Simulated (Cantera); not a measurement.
Cantera run:

```python
import numpy as np
import cantera as ct

gas_names = """
    C CN CO COS CO2 CS CS2 C2 CCN CNC C2N2 C2O C3 C3O2 C4 C4N2 C5 N NCO NO NO2 NO3 N2 N2O O O2 O3 S SN
    SO SO2 SO3 S2 S2O S8
""".split()
cond_names = """
    C(gr) S(cr1) S(cr2) S(L)
""".split()


def load(file, names, dense=False):
    # The tables refer to 1 bar. Condensed volumes are neglected.
    table = {s.name: s for s in ct.Species.list_from_file(file)}
    out = []
    for n in names:
        d = dict(table[n].input_data)
        d["thermo"] = dict(d["thermo"], **{"reference-pressure": 1e5})
        if dense:
            d["equation-of-state"] = {"model": "constant-volume", "density": "1e6 g/cm^3"}
        out.append(ct.Species.from_dict(d))
    return out


gas = ct.Solution(thermo="ideal-gas", species=load("nasa_gas.yaml", gas_names))
cond = {s.name: ct.Solution(thermo="fixed-stoichiometry", species=[s], name=s.name)
        for s in load("nasa_condensed.yaml", cond_names, dense=True)}
atoms = {
    'CS2': {'C': 1, 'S': 2},
    'O2': {'O': 2},
    'N2': {'N': 2},
}
top_T = {'C(gr)': 4500}  # K; cautious upper limits of use, not melting points


def equilibrate(T, P, feed):
    n = {}
    for name, mol in feed.items():
        for a, k in atoms[name].items():
            n[a] = n.get(a, 0.0) + k * mol
    gas.TPX = T, P, n
    mass = sum(n.values()) * gas.mean_molecular_weight
    gas.equilibrate("TP")
    valid = [c for c in cond.values() if c.min_temp <= T <= top_T.get(c.name, c.max_temp)]
    mix = ct.Mixture([(gas, mass / gas.mean_molecular_weight)] + [(c, 0.0) for c in valid])
    mix.T, mix.P = T, P
    mix.equilibrate("TP", solver="vcs", rtol=1e-11, max_steps=5000)
    return mix


results = []
feed = {'CS2': 1, 'O2': 0.25, 'N2': 0.21}  # mol
T = 2648  # K
P = 320000  # Pa
mix = equilibrate(T, P, feed)
results.append((T, P, feed, dict(zip(mix.species_names, mix.species_moles))))
x = sorted(zip(gas.X, gas.species_names), reverse=True)
print(f"T = {T:g} K  P = {P:g} Pa  gas = {mix.phase_moles(0):.4g} mol")
print("   x: " + "  ".join(f"{s} {v:.3e}" for v, s in x if v > 1e-06))
print("   condensed (mol): " + ("  ".join(f"{mix.phase(i).name} {mix.phase_moles(i):.4g}"
      for i in range(1, mix.n_phases) if mix.phase_moles(i) > 1e-12) or "none"))
```

Result:

```
T = 2648 K  P = 320000 Pa  gas = 1.828 mol
   x: S2 3.134e-01  CO 2.718e-01  CS2 1.671e-01  N2 1.148e-01  CS 1.064e-01  S 2.468e-02  COS 1.715e-03  SN 1.084e-04  SO 9.678e-06  CN 9.396e-06  CO2 4.089e-06
   condensed (mol): none
```

Cantera equilibrium calculation (NASA polynomials, part measured and part estimated; ideal gas, pure solids and liquids).
